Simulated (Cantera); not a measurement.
# Ignition delay

Mixture: 8.38 % CH4, 19.3 % O2, 72.4 % N2, at 0.550 bar, adiabatic and at constant volume. Ignition delay is the time to a rise of 400 K.

Cantera simulation using GRI-Mech 3.0 (53 species, 325 reactions); the numbers are that mechanism's predictions, not measurements.

| T0 (K) | delay (ms) |
|---|---|
| 1273 | 23.7 |
| 1373 | 6.59 |
| 1473 | 2.20 |
| 1573 | 0.879 |
| 1673 | 0.408 |
| 1773 | 0.212 |
| 1873 | 0.119 |
| 1973 | 0.0715 |
| 2073 | 0.0452 |

```json
{
 "apparent activation energy between 1873 and 2073 K": "160 kJ/mol"
}
```
